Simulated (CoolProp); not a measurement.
Properties of octamethyltrisiloxane (MDM) along the isotherm 575 K (Tc = 565.4 K, pc = 1.438 MPa, ω = 0.528).

Model: reference Helmholtz-energy equation of state, Thol 2017, in CoolProp.

```json
[
 {"p (MPa)": "0.00682", "phase": "gas", "Z": "0.9985", "cp (kJ/(kg K))": "2.092", "cv (kJ/(kg K))": "2.057", "speed of sound (m/s)": "143.2", "Joule-Thomson coefficient (K/MPa)": "8.154"},
 {"p (MPa)": "0.0103", "phase": "gas", "Z": "0.9978", "cp (kJ/(kg K))": "2.093", "cv (kJ/(kg K))": "2.057", "speed of sound (m/s)": "143.1", "Joule-Thomson coefficient (K/MPa)": "8.165"},
 {"p (MPa)": "0.0155", "phase": "gas", "Z": "0.9966", "cp (kJ/(kg K))": "2.093", "cv (kJ/(kg K))": "2.057", "speed of sound (m/s)": "142.9", "Joule-Thomson coefficient (K/MPa)": "8.182"},
 {"p (MPa)": "0.0234", "phase": "gas", "Z": "0.9949", "cp (kJ/(kg K))": "2.094", "cv (kJ/(kg K))": "2.058", "speed of sound (m/s)": "142.7", "Joule-Thomson coefficient (K/MPa)": "8.207"},
 {"p (MPa)": "0.0353", "phase": "gas", "Z": "0.9923", "cp (kJ/(kg K))": "2.095", "cv (kJ/(kg K))": "2.058", "speed of sound (m/s)": "142.3", "Joule-Thomson coefficient (K/MPa)": "8.246"},
 {"p (MPa)": "0.0533", "phase": "gas", "Z": "0.9883", "cp (kJ/(kg K))": "2.096", "cv (kJ/(kg K))": "2.059", "speed of sound (m/s)": "141.8", "Joule-Thomson coefficient (K/MPa)": "8.305"},
 {"p (MPa)": "0.0804", "phase": "gas", "Z": "0.9823", "cp (kJ/(kg K))": "2.098", "cv (kJ/(kg K))": "2.059", "speed of sound (m/s)": "141.0", "Joule-Thomson coefficient (K/MPa)": "8.396"},
 {"p (MPa)": "0.121", "phase": "gas", "Z": "0.9732", "cp (kJ/(kg K))": "2.102", "cv (kJ/(kg K))": "2.061", "speed of sound (m/s)": "139.7", "Joule-Thomson coefficient (K/MPa)": "8.538"},
 {"p (MPa)": "0.183", "phase": "gas", "Z": "0.9590", "cp (kJ/(kg K))": "2.107", "cv (kJ/(kg K))": "2.063", "speed of sound (m/s)": "137.7", "Joule-Thomson coefficient (K/MPa)": "8.766"},
 {"p (MPa)": "0.276", "phase": "gas", "Z": "0.9370", "cp (kJ/(kg K))": "2.117", "cv (kJ/(kg K))": "2.066", "speed of sound (m/s)": "134.6", "Joule-Thomson coefficient (K/MPa)": "9.139"},
 {"p (MPa)": "0.416", "phase": "gas", "Z": "0.9023", "cp (kJ/(kg K))": "2.134", "cv (kJ/(kg K))": "2.072", "speed of sound (m/s)": "129.6", "Joule-Thomson coefficient (K/MPa)": "9.783"},
 {"p (MPa)": "0.628", "phase": "gas", "Z": "0.8452", "cp (kJ/(kg K))": "2.168", "cv (kJ/(kg K))": "2.082", "speed of sound (m/s)": "121.2", "Joule-Thomson coefficient (K/MPa)": "11.01"},
 {"p (MPa)": "0.947", "phase": "gas", "Z": "0.7448", "cp (kJ/(kg K))": "2.260", "cv (kJ/(kg K))": "2.100", "speed of sound (m/s)": "105.8", "Joule-Thomson coefficient (K/MPa)": "13.85"},
 {"p (MPa)": "1.43", "phase": "gas", "Z": "0.5193", "cp (kJ/(kg K))": "2.943", "cv (kJ/(kg K))": "2.150", "speed of sound (m/s)": "70.84", "Joule-Thomson coefficient (K/MPa)": "25.32"},
 {"p (MPa)": "2.16", "phase": "supercritical", "Z": "0.2610", "cp (kJ/(kg K))": "2.859", "cv (kJ/(kg K))": "2.150", "speed of sound (m/s)": "121.1", "Joule-Thomson coefficient (K/MPa)": "4.343"}
]
```
